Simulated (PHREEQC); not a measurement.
Solution (35 °C): 0.0048 mol H3BO3 and 0.00062 mol Na2B4O7 per kg of water. Closed to the air; pH follows from the charge balance.

Computed with PHREEQC (ion-association model, wateq4f.dat).

No solid was allowed to form.

Q: Estimate the pH, ionic strength.

A: pH 8.46; ionic strength 0.00124 mol/kgw.

Q: In which forms is B present?

A: H3BO3 83 %, H2BO3- 17 % of the B.
